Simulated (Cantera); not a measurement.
A perfectly stirred reactor is fed with CO : H2 : O2 : N2 = 1 : 0.18 : 1.18 : 6.25 (molar parts), equivalence ratio 0.50, at 0.480 bar; it is adiabatic with a 350 K inlet, and is followed from long to short residence time, starting on the burning branch (τ in s: 0.43, 0.18, 0.076, 0.032, 0.014, 0.0058, 0.0025, 0.001, 0.00044, 0.00019, 7.9e-05).

Model: GRI-Mech 3.0 (53 species, 325 reactions), integrated in Cantera.

One state of this run: T (K) = 1496; x CO = 0.00189; x H2 = 8.72e-5; x O2 = 0.0740; x N2O = 4.98e-7; x H2O2 = 8.89e-8; x H2O = 0.0220. x: mole fraction; the columns are a selection and need not sum to one.

### Question
Which value of τ (s) does it belong to?
A) 0.43
B) 0.18
C) 0.076
D) 0.0025

### Answer
B, 0.18
